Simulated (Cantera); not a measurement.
A closed system holds: 1 mol TiO₂, 2.6 mol MgCl₂, 4.9 mol O₂, equilibrated at 13.3 mbar.

Method: chemical equilibrium by Gibbs-energy minimisation in Cantera with the NASA 1993 tables (ideal gas, pure condensed phases). Candidate condensed phases: Mg, MgCl₂, MgO, MgTiO₃, MgTi₂O₅, Mg₂TiO₄, Ti, TiCl₂, TiCl₃, TiCl₄, TiO, TiO₂, Ti₂O₃, Ti₃O₅, Ti₄O₇; 20 gas species. Condensed phases not in the tables: TiOCl, alloys, solid solutions and most ternary compounds. Rates play no part.

**Question.** At 1000 K, list the 5 most abundant gas species with their mole fractions, and the condensed phases.

**Answer.** O₂ 0.580, Cl₂ 0.417, Cl 0.00217, MgCl₂ 0.000262, ClO 1.19e-5. Condensed: MgO(s) + Mg₂TiO₄(s).
